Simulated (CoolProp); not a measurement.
n-butane along the isotherm 254.8 K: density (kg/m³) from the reference equation and from simpler models built on Tc = 425.1 K, pc = 3.796 MPa, ω = 0.201; each cubic takes its own stable root.

Computed with CoolProp (reference Helmholtz-energy equation of state, Bücker 2006).

```
p (MPa)   phase  reference  van der Waals  Redlich-Kwong  Soave-Redlich-Kwong  Peng-Robinson
-------  ------  ---------  -------------  -------------  -------------------  -------------
1.09     liquid      621.2          386.9          568.5                580.6          655.1
2.18     liquid      622.3          389.5          570.5                582.2          656.6
3.27     liquid      623.5          391.9          572.3                583.7          658.0
4.36     liquid      624.6          394.2          574.1                585.2          659.5
5.45     liquid      625.7          396.3          575.9                586.6          660.8
6.55     liquid      626.8          398.3          577.6                588.0          662.2
7.64     liquid      627.8          400.2          579.2                589.4          663.5
8.73     liquid      628.9          402.0          580.8                590.7          664.7
9.82     liquid      629.9          403.7          582.3                592.0          666.0
10.9     liquid      630.9          405.3          583.8                593.3          667.2
12       liquid      632.0          406.8          585.2                594.5          668.4
```
